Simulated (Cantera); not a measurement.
Input (Python, Cantera):

```python
import numpy as np
import cantera as ct

gas = ct.Solution("gri30.yaml")
gas.TPX = 1950, 250, {'C2H6': 1, 'N2': 140}
inlet = ct.Reservoir(gas, clone=True)

reactor = ct.IdealGasConstPressureReactor(gas, energy="off", clone=False)
exhaust = ct.Reservoir(gas, clone=True)
tau = [4.5, 1, 0.24, 0.056, 0.013, 0.003, 0.0007][0]
for a, b in ((inlet, reactor), (reactor, exhaust)):
    ct.MassFlowController(a, b, mdot=lambda t: reactor.mass / tau)
net = ct.ReactorNet([reactor])
show = ['C2H6', 'HCN', 'C2H4', 'H', 'C2H', 'C2H2', 'H2']

rows = []
print(f"{'tau/s':>10s}{'T/K':>9s}" + "".join(f"{s:>11s}" for s in show))
for tau in [4.5, 1, 0.24, 0.056, 0.013, 0.003, 0.0007]:
    net.initial_time = 0.0
    net.advance(30 * tau)
    before = gas.X
    net.advance(40 * tau)
    drift = np.max(np.abs(gas.X - before) / (gas.X + 1e-9))
    rows.append([gas.T, *gas[show].X, drift])
    print(f"{tau:10.3e}{gas.T:9.1f}" + "".join(f"{x:11.3e}" for x in gas[show].X))
```

Result:

```
     tau/s      T/K       C2H6        HCN       C2H4          H        C2H       C2H2         H2
 4.500e+00   1950.0  7.668e-07  1.310e-03  8.292e-06  4.993e-04  3.628e-06  6.149e-03  1.328e-02
 1.000e+00   1950.0  3.414e-06  6.419e-04  3.652e-05  5.479e-04  4.224e-06  6.261e-03  1.276e-02
 2.400e-01   1950.0  1.387e-05  3.391e-04  1.282e-04  6.589e-04  5.239e-06  6.004e-03  1.189e-02
 5.600e-02   1950.0  5.689e-05  1.751e-04  3.982e-04  8.378e-04  6.721e-06  5.256e-03  1.034e-02
 1.300e-02   1950.0  2.301e-04  8.057e-05  1.004e-03  1.023e-03  7.720e-06  3.665e-03  7.634e-03
 3.000e-03   1950.0  9.041e-04  2.535e-05  1.555e-03  9.909e-04  4.967e-06  1.318e-03  3.677e-03
 7.000e-04   1950.0  2.918e-03  2.017e-06  6.798e-04  4.650e-04  1.743e-07  7.433e-05  6.529e-04
```

Model: GRI-Mech 3.0 (53 species, 325 reactions), integrated in Cantera. GRI-Mech 3.0 stops at C3 and has no aromatics, soot or wall deposition, so with more carbon than oxygen in the feed, carbon stays in small species such as C2H2 where larger ones or solid carbon would form. Radical loss at walls, strong at low pressure, is not modelled.
